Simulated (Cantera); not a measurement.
**Thermodynamics of tantalum, niobium, vanadium and zirconium in process gases, feed Ta(OEt)5 + CO2**

Charge: 1 mol Ta(OEt)5, a varied amount of CO2, at 2373 K and 0.140 bar.

Method: chemical equilibrium by Gibbs-energy minimisation in Cantera with the NASA 1993 tables (ideal gas, pure condensed phases). Candidate condensed phases: C, C6H6, C7H8, C8H18, H2O, Ta, TaC, Ta2O5; 113 gas species. The feed counts by its element totals alone. Mutual solubility and eutectic melting of coexisting phases are not modelled. TaC: taken at fixed stoichiometry. Condensed phases not in the tables: Ta2C, N, O or C dissolved in the metal. Kinetics and transport are ignored.

```
n(CO2) (mol)   x H2   x CO    x H2O     x H     x CO2  x C2H2 (acetylene)    x TaO2      x OH  n C(graphite)  n TaC(s)  n Ta(s)  n Ta2O5(l)
------------  -----  -----  -------  ------  --------  ------------------  --------  --------  -------------  --------  -------  ----------
0.69          0.633  0.333  1.00e-6  0.0297   9.02e-8             0.00390    <1e-12   8.34e-9           3.16      1.00        0           0
0.9           0.620  0.347  1.02e-6  0.0294   9.81e-8             0.00381    <1e-12   8.60e-9           2.95      1.00        0           0
1.2           0.601  0.366  1.05e-6  0.0289   1.09e-7             0.00370    <1e-12   8.94e-9           2.65      1.00        0           0
1.5           0.583  0.385  1.06e-6  0.0285   1.21e-7             0.00359    <1e-12   9.24e-9           2.35      1.00        0           0
2             0.556  0.413  1.09e-6  0.0278   1.39e-7             0.00342    <1e-12   9.68e-9           1.85      1.00        0           0
2.6           0.526  0.443  1.11e-6  0.0271   1.60e-7             0.00324    <1e-12   1.01e-8           1.25      1.00        0           0
3.3           0.496  0.475  1.12e-6  0.0263   1.84e-7             0.00305    <1e-12   1.05e-8          0.549      1.00        0           0
4.3           0.460  0.513  0.00137  0.0253  0.000263             1.88e-9  0.000299   1.34e-5              0     0.763    0.226           0
5.6           0.424  0.547  0.00248  0.0243  0.000549            5.14e-10   0.00115   2.53e-5              0         0    0.784      0.0880
7.3           0.400  0.572  0.00234  0.0236  0.000574            5.30e-10   0.00115   2.45e-5              0         0    0.104       0.427
9.5           0.328  0.588   0.0469  0.0214    0.0144              <1e-12  0.000232  0.000543              0         0        0       0.496
```
x: gas mole fraction; n: condensed amount in mol.

From 0.69 mol CO2 to 3.3 mol CO2 the condensed part is C(graphite) + TaC(s). At 4.3 mol CO2 the condensed part is Ta(s) + TaC(s). From 5.6 mol CO2 to 7.3 mol CO2 the condensed part is Ta(s) + Ta2O5(l). At 9.5 mol CO2 the condensed part is Ta2O5(l).
